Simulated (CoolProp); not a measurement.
Vapour-liquid equilibrium of sulfur hexafluoride (1) + R113 (2) at 14.25 °C; x and y are mole fractions of (1).

Computed with CoolProp (multi-fluid Helmholtz-energy mixture model, Guder 2009 and Marx 1992; pair parameters Bell 2016).

**Question.** Give the bubble pressure and the first vapour's composition at x = 0.05, 0.2, 0.8. Is there an azeotrope?

**Answer.** x = 0.05: 184.5 kPa, y = 0.838; x = 0.2: 344.0 kPa, y = 0.913; x = 0.8: 1228 kPa, y = 0.992. No azeotrope shows between x = 0.05 and 0.95.

The pair parameters rest on a limited set of measurements; away from them the model extrapolates. The gap from Raoult's law changes sign with composition, which may be real or a fault of the pair parameters; it wasn't checked against measurements. With so large a gap from Raoult's law the liquid may split in two, which this calculation doesn't test in full.
